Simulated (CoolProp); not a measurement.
Model: reference Helmholtz-energy equation of state, Platzer 1990, in CoolProp. This equation is an older, rougher fit; its heat capacities, sound speeds and derivatives of the liquid may be far off and weren't checked against measurements.

Q: Give the vapour pressure (kPa), vapour density (kg/m³), enthalpy of vaporisation (kJ/kg), surface tension (mN/m) of saturated CF4 (R14) at 199.7 K.

A: 
```
T (K)  p (kPa)  vapour density (kg/m³)  enthalpy of vaporisation (kJ/kg)  surface tension (mN/m)
-----  -------  ----------------------  --------------------------------  ----------------------
199.7     1540                     111                              90.5                    3.12
```

Surface tension comes from a separate correlation (Mulero 2012).
